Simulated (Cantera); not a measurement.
Equilibrium for silicates and aluminates: SiO₂ + Al₂O₃ + H₂

Feed: 1 mol SiO₂, 0.54 mol Al₂O₃, 0.66 mol H₂, held at 1.00 bar.

Method: chemical equilibrium by Gibbs-energy minimisation in Cantera with the NASA 1993 tables (ideal gas, pure condensed phases). Candidate condensed phases: Al, Al₂O₃, Al₂SiO₅, Al₆Si₂O₁₃, H₂O, Si, SiO₂; 28 gas species. Mutual solubility and eutectic melting of coexisting phases are not modelled. The tables hold silica as quartz up to 1696 K and as liquid above; real silica turns to tridymite and cristobalite and melts near 1996 K. Condensed phases not in the tables: alloys, solid solutions and most ternary compounds. Rates play no part.

| T (K) | x H₂ | x H₂O | x SiO | x H | x SiH₄ | x SiH₂ | x AlOH | n Al₂SiO₅(andalusite) | n SiO₂(α-quartz) | n SiO₂(β-quartz) | n Al₆Si₂O₁₃(mullite) | n SiO₂(condensed) |
|---|---|---|---|---|---|---|---|---|---|---|---|---|
| 798 | 1.00 | 1.11e-10 | <1e-12 | 2.67e-12 | 5.54e-11 | <1e-12 | <1e-12 | 0.540 | 0.460 | 0 | 0 | 0 |
| 948 | 1.00 | 3.55e-9 | 3.72e-12 | 5.24e-10 | 1.78e-9 | <1e-12 | <1e-12 | 0.540 | 0 | 0.460 | 0 | 0 |
| 1098 | 1.00 | 4.46e-8 | 4.21e-9 | 2.47e-8 | 2.02e-8 | 4.81e-11 | <1e-12 | 0.540 | 0 | 0.460 | 0 | 0 |
| 1248 | 1.000 | 5.48e-7 | 4.68e-7 | 4.67e-7 | 3.80e-8 | 1.62e-9 | <1e-12 | 0.540 | 0 | 0.460 | 0 | 0 |
| 1398 | 1.000 | 8.50e-6 | 8.46e-6 | 4.73e-6 | 1.30e-8 | 5.29e-9 | 3.10e-11 | 0 | 0 | 0.640 | 0.180 | 0 |
| 1548 | 1.000 | 8.11e-5 | 8.10e-5 | 3.08e-5 | 4.89e-9 | 1.23e-8 | 6.85e-10 | 0 | 0 | 0.640 | 0.180 | 0 |
| 1698 | 0.999 | 0.000514 | 0.000514 | 0.000145 | 2.20e-9 | 2.45e-8 | 8.62e-9 | 0 | 0 | 0 | 0.180 | 0.640 |
x: gas mole fraction; n: condensed amount in mol.

At 798 K the condensed part is Al₂SiO₅(andalusite) + SiO₂(α-quartz). From 948 K to 1248 K the condensed part is Al₂SiO₅(andalusite) + SiO₂(β-quartz). From 1398 K to 1548 K the condensed part is Al₆Si₂O₁₃(mullite) + SiO₂(β-quartz). At 1698 K the condensed part is Al₆Si₂O₁₃(mullite) + SiO₂(condensed).
